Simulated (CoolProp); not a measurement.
Computed with CoolProp (reference Helmholtz-energy equation of state, Gao 2022).

For n-perfluorohexane, give the phase and the Z, cv (kJ/(kg K)), isothermal compressibility (1/MPa), expansivity (1/kK) at 395.2 K and 4750 kPa; 395.2 K and 6330 kPa; 395.2 K and 7120 kPa.


- 395.2 K and 4750 kPa: liquid; Z 0.349, cv 0.971, isothermal compressibility 0.00932, expansivity 2.60
- 395.2 K and 6330 kPa: liquid; Z 0.459, cv 0.970, isothermal compressibility 0.00795, expansivity 2.36
- 395.2 K and 7120 kPa: liquid; Z 0.513, cv 0.970, isothermal compressibility 0.00742, expansivity 2.26
